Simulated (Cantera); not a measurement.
An adiabatic, constant-volume homogeneous reactor starts with CH4 : C2H6 : O2 : N2 = 1 : 0.055 : 1.22 : 4.58 (molar parts), equivalence ratio 1.8, at 1100 K and 7500 Torr.

Model: GRI-Mech 3.0 (53 species, 325 reactions), integrated in Cantera.

### Question
Predict: time of steepest temperature rise; temperature at 0.200 s; equilibrium temperature; x(CH4) at 0.200 s; x(O2) at 0.200 s; x(H) at 0.200 s; x(NO) at 0.200 s.

### Answer
- time of steepest temperature rise: 4.99 ms
- temperature at 0.200 s: 2669 K
- equilibrium temperature: 2669 K
- x(CH4) at 0.200 s: 2.15e-9 (gas-phase equilibrium 2.40e-9)
- x(O2) at 0.200 s: 8.05e-6 (gas-phase equilibrium 8.05e-6)
- x(H) at 0.200 s: 0.00341 (gas-phase equilibrium 0.00341)
- x(NO) at 0.200 s: 0.000162 (gas-phase equilibrium 0.000162)
